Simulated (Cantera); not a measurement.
A freely propagating, adiabatic, planar premixed flame of CH4 : C2H6 : C3H8 : O2 : N2 : H2O = 1 : 0.97 : 0.042 : 3.74 : 9.72 : 2.3 (molar parts), equivalence ratio 1.5, unburnt at 425 K and 0.987 atm; multicomponent transport, grid criteria slope 0.08 and curve 0.16, no radiation.

Cantera simulation using GRI-Mech 3.0 (53 species, 325 reactions); the numbers are that mechanism's predictions, not measurements. Burning velocities carry a grid error of a few per cent, more on coarse grids.

x: mole fraction of selected species; z is measured from the peak of heat release.

| z (mm) | T (K) | u (m/s) | x CH4 | x C2H6 | x C3H8 | x CH2 | x CH2O | x NO2 |
|---|---|---|---|---|---|---|---|---|
| -1.72 | 425 | 0.433 | 0.0561 | 0.0544 | 0.00236 | <1e-8 | 7.10e-8 | <1e-8 |
| -1.15 | 428 | 0.439 | 0.0557 | 0.0541 | 0.00234 | <1e-8 | 1.82e-6 | <1e-8 |
| -0.859 | 442 | 0.457 | 0.0549 | 0.0536 | 0.00232 | <1e-8 | 1.30e-5 | 2.05e-8 |
| -0.573 | 543 | 0.573 | 0.0520 | 0.0514 | 0.00227 | <1e-8 | 0.000174 | 2.04e-7 |
| -0.286 | 1020 | 1.12 | 0.0394 | 0.0343 | 0.00173 | [?] | 0.00166 | 5.50e-7 |
| -0.143 | 1425 | 1.62 | 0.0269 | 0.0130 | 0.000681 | [?] | 0.00181 | 1.06e-7 |
| 0 | 1785 | 2.07 | 0.0115 | 0.000782 | 1.30e-5 | [?] | 0.000539 | <1e-8 |
| 0.143 | 1969 | 2.30 | 0.00316 | 1.69e-5 | 1.39e-8 | [?] | 0.000162 | <1e-8 |
| 0.286 | 2037 | 2.38 | 0.00101 | 1.41e-6 | <1e-8 | [?] | 5.80e-5 | <1e-8 |
| 0.573 | 2074 | 2.41 | 0.000227 | 5.52e-8 | <1e-8 | [?] | 1.15e-5 | <1e-8 |
| 1.15 | 2090 | 2.43 | 4.30e-5 | <1e-8 | <1e-8 | [?] | 1.63e-6 | <1e-8 |
| 2.29 | 2097 | 2.43 | 5.69e-6 | <1e-8 | <1e-8 | [?] | 1.61e-7 | <1e-8 |
| 4.58 | 2103 | 2.44 | 4.01e-7 | <1e-8 | <1e-8 | <1e-8 | 1.12e-8 | <1e-8 |

**Question.** Complete the blanks.

**Answer.** 
- -0.286, x CH2: 1.51e-8
- -0.143, x CH2: 2.55e-6
- 0, x CH2: 4.60e-5
- 0.143, x CH2: 6.05e-5
- 0.286, x CH2: 3.11e-5
- 0.573, x CH2: 7.03e-6
- 1.15, x CH2: 9.72e-7
- 2.29, x CH2: 8.63e-8
